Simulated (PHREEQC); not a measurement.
Make-up at 20 °C: 3.2 mol HCl and 0.16 mol MgSO4 per kg of water. Closed to the air; pH follows from the charge balance.

Equilibrium calculation in PHREEQC: Pitzer model, pitzer.dat.

The pH is -1.08, the ionic strength comes out as 3.60 mol/kgw and the activity of water comes out as 0.845. The density is 1.064 g/cm³ and the osmotic coefficient comes out as 1.418. The total alkalinity comes out as -3200 meq/kg.

```
species  molality  activity   log γ
-------  --------  --------  ------
Cl-          3.20      1.81  -0.246
H+           3.08      11.9   0.587
Mg+2        0.160     0.681   0.629
HSO4-       0.119     0.110  -0.036
SO4-2      0.0405  0.000111  -2.561
```

This is a speciation only: nothing precipitates in the calculation. In brines, pH and single-ion activities rest on the MacInnes convention.
